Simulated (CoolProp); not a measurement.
Ethylene at several states: fugacity coefficient from the reference equation and from simpler models built on Tc = 9.2 °C, pc = 5.042 MPa, ω = 0.087; each cubic takes its own stable root.

Values from CoolProp's reference Helmholtz-energy equation of state, Smukala 2000.

```csv
T (°C),p (MPa),phase,reference
-154.95,0.0738,liquid,0.01469
149.45,0.467,gas,0.9918
-49.55,0.467,gas,0.9370
-125.05,3.01,liquid,0.008678
-73.25,0.365,gas,0.9307
-154.25,0.0115,liquid,0.1031
```

Problem. How far does each simpler model (van der Waals, Peng-Robinson) lie from the reference over these 6 states: mean and median of the absolute difference, and the worst?

Solution. 
- van der Waals: mean 823.4 %, median 363.7 %, worst +3345.9 % at -154.95 °C and 0.0738 MPa
- Peng-Robinson: mean 5.6 %, median 1.9 %, worst +15.0 % at -154.95 °C and 0.0738 MPa

At some of these states van der Waals gives the other phase, because its saturation line lies elsewhere.
